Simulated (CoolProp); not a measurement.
Model: reference Helmholtz-energy equation of state, McLinden 2015, in CoolProp.

### Question
Give the vapour pressure (kPa), liquid density (kg/m³), vapour Z of saturated the fluoroketone C6F12O (FK-5-1-12) at -42.65, 77.95, 91.35 °C.

### Answer
```tsv
T (°C)	p (kPa)	liquid density (kg/m³)	vapour Z
-42.65	0.768	1790	0.998
77.95	250	1430	0.878
91.35	360	1370	0.842
```
